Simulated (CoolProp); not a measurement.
Ammonia along the isobar 7340 kPa: fugacity coefficient from the reference equation and from simpler models built on Tc = 405.6 K, pc = 11360 kPa, ω = 0.256; each cubic takes its own stable root.

Computed with CoolProp (reference Helmholtz-energy equation of state, Gao 2020).

```
T (K)   phase  reference
-----  ------  ---------
239.3  liquid    0.01432
261.3  liquid    0.03801
283.4  liquid    0.08409
305.4  liquid     0.1606
327.4  liquid     0.2739
349.5  liquid     0.4266
371.5  liquid     0.6137
393.6     gas     0.7413
```

How far does each simpler model (van der Waals, Redlich-Kwong, Soave-Redlich-Kwong, Peng-Robinson) lie from the reference over these 8 states: mean and median of the absolute difference, and the worst?


- van der Waals: mean 229.5 %, median 122.1 %, worst +815.5 % at 239.3 K and 7340 kPa
- Redlich-Kwong: mean 45.0 %, median 39.0 %, worst +102.9 % at 239.3 K and 7340 kPa
- Soave-Redlich-Kwong: mean 4.3 %, median 5.0 %, worst +6.5 % at 327.4 K and 7340 kPa
- Peng-Robinson: mean 2.4 %, median 2.6 %, worst +3.5 % at 327.4 K and 7340 kPa

At some of these states van der Waals gives the other phase, because its saturation line lies elsewhere.
